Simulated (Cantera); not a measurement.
A Cantera script and its output.

```python
import numpy as np
import cantera as ct

gas = ct.Solution("gri30.yaml")
gas.TPX = 2750, 1333, {'CH4': 0.047, 'H2': 1}
reactor = ct.IdealGasConstPressureReactor(gas, energy="off", clone=False)
net = ct.ReactorNet([reactor])
net.rtol, net.atol = 1e-08, 1e-18
show = ['CH4', 'H2', 'C2H4', 'C2H6', 'H', 'CH2']
times = np.geomspace(8e-05, 3, 14)

steps = ct.SolutionArray(gas, extra=["t"])
rows = []
print(f"{'t/s':>10s}{'T/K':>9s}{'P/Pa':>11s}" + "".join(f"{s:>11s}" for s in show))
for t in times:
    while net.time < t:
        t_next = net.step()
        steps.append(gas.state, t=t_next)
    rows.append([np.interp(t, steps.t, y) for y in (steps.T, steps.P, *steps(*show).X.T)])
    print(f"{t:10.3e}{rows[-1][0]:9.1f}{rows[-1][1]:11.4g}" + "".join(f"{x:11.3e}" for x in rows[-1][2:]))
rate = np.gradient(steps.T, steps.t)
print("integrator steps:", len(steps.t))
if steps.T.max() > steps.T[0] + 200:
    print(f"time of steepest temperature rise: {steps.t[rate.argmax()]:.4e} s")
gas.TPX = 2750, 1333, {'CH4': 0.047, 'H2': 1}
gas.equilibrate("TP")
print(f"equilibrium (TP): T = {gas.T:.1f} K  " + "  ".join(f"{s} {gas[s].X[0]:.3e}" for s in show))
```

It prints:

```
       t/s      T/K       P/Pa        CH4         H2       C2H4       C2H6          H        CH2
 8.000e-05   2750.0       1333  3.740e-02  9.457e-01  6.077e-05  2.196e-06  9.906e-03  8.430e-05
 1.799e-04   2750.0       1333  3.014e-02  9.362e-01  2.681e-04  4.452e-06  2.087e-02  2.713e-04
 4.044e-04   2750.0       1333  1.821e-02  9.267e-01  3.187e-04  3.182e-06  3.625e-02  4.702e-04
 9.092e-04   2750.0       1333  6.411e-03  9.239e-01  8.549e-05  5.329e-07  4.861e-02  3.693e-04
 2.044e-03   2750.0       1333  1.438e-03  9.175e-01  1.043e-05  3.271e-08  5.995e-02  1.613e-04
 4.596e-03   2750.0       1333  3.062e-04  9.062e-01  2.792e-06  1.755e-09  7.265e-02  5.681e-05
 1.033e-02   2750.0       1333  6.985e-05  8.887e-01  1.642e-06  1.094e-10  9.065e-02  2.150e-05
 2.323e-02   2750.0       1333  1.933e-05  8.575e-01  9.494e-07  1.054e-11  1.223e-01  1.165e-05
 5.223e-02   2750.0       1333  6.850e-06  8.011e-01  4.364e-07  1.740e-12  1.793e-01  1.011e-05
 1.174e-01   2750.0       1333  2.223e-06  7.125e-01  1.647e-07  2.473e-13  2.689e-01  9.281e-06
 2.640e-01   2750.0       1333  7.821e-07  6.118e-01  6.452e-08  4.077e-14  3.707e-01  8.389e-06
 5.935e-01   2750.0       1333  4.447e-07  5.528e-01  3.863e-08  1.557e-14  4.302e-01  7.860e-06
 1.334e+00   2750.0       1333  4.065e-07  5.433e-01  3.559e-08  1.337e-14  4.398e-01  7.774e-06
 3.000e+00   2750.0       1333  4.061e-07  5.432e-01  3.556e-08  1.335e-14  4.400e-01  7.773e-06
integrator steps: 1731
equilibrium (TP): T = 2750.0 K  CH4 4.077e-07  H2 5.432e-01  C2H4 3.556e-08  C2H6 1.345e-14  H 4.399e-01  CH2 7.803e-06
```

Computed with Cantera and GRI-Mech 3.0 (53 species, 325 reactions). GRI-Mech 3.0 stops at C3 and has no aromatics, soot or wall deposition, so with more carbon than oxygen in the feed, carbon stays in small species such as C2H2 where larger ones or solid carbon would form. Radical loss at walls, strong at low pressure, is not modelled.
